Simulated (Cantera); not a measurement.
Feed: 1 mol Fe, 0.018 mol H₂O, a varied amount of N₂, at 1450 K and 18.0 mbar.

These are equilibrium values from Cantera (NASA tables, ideal gas, pure condensed phases), not measurements of a reactor. Candidate condensed phases: Fe, FeO, Fe(OH)₂, Fe(OH)₃, Fe₂O₃, Fe₃O₄, H₂O; 27 gas species. Mutual solubility and eutectic melting of coexisting phases are not modelled. The tables' stoichiometric FeO is somewhat more stable than real wüstite, so its field is too wide. FeO: taken at fixed stoichiometry. Rates play no part.

x: gas mole fraction; n: condensed amount in mol.

```tsv
n(N₂) (mol)	x N₂	x H₂	x H₂O	x H	x Fe	x Fe(OH)₂	x OH	n Fe(γ)	n FeO(s)
0.076	0.808	0.137	0.0544	2.61e-5	2.77e-6	5.16e-7	2.49e-7	0.987	0.0129
0.12	0.870	0.0933	0.0371	2.15e-5	2.77e-6	3.51e-7	2.05e-7	0.987	0.0129
0.18	0.909	0.0651	0.0258	1.80e-5	2.77e-6	2.45e-7	1.71e-7	0.987	0.0129
0.29	0.942	…	…	…	2.77e-6	…	…	0.987	0.0129
0.44	0.961	0.0281	0.0112	1.18e-5	2.77e-6	1.06e-7	1.13e-7	0.987	0.0129
0.69	0.975	0.0182	0.00723	9.51e-6	2.77e-6	6.85e-8	9.06e-8	0.987	0.0129
1.1	0.984	0.0115	0.00458	7.57e-6	2.77e-6	4.34e-8	7.21e-8	0.987	0.0129
1.7	0.990	…	…	…	2.77e-6	…	…	0.987	0.0129
2.6	0.993	0.00492	0.00195	4.94e-6	2.77e-6	1.85e-8	4.71e-8	0.987	0.0129
4	0.996	0.00320	0.00127	3.99e-6	2.77e-6	1.21e-8	3.80e-8	0.987	0.0129
6.3	0.997	0.00204	0.000810	3.18e-6	2.77e-6	7.67e-9	3.03e-8	0.987	0.0129
```

**Question.** Complete the blanks.

**Answer.** 
- 1.7, x H₂: 0.00750
- 1.7, x H₂O: 0.00298
- 1.7, x H: 6.10e-6
- 1.7, x Fe(OH)₂: 2.82e-8
- 1.7, x OH: 5.81e-8
- 0.29, x H₂: 0.0418
- 0.29, x H₂O: 0.0166
- 0.29, x H: 1.44e-5
- 0.29, x Fe(OH)₂: 1.57e-7
- 0.29, x OH: 1.37e-7
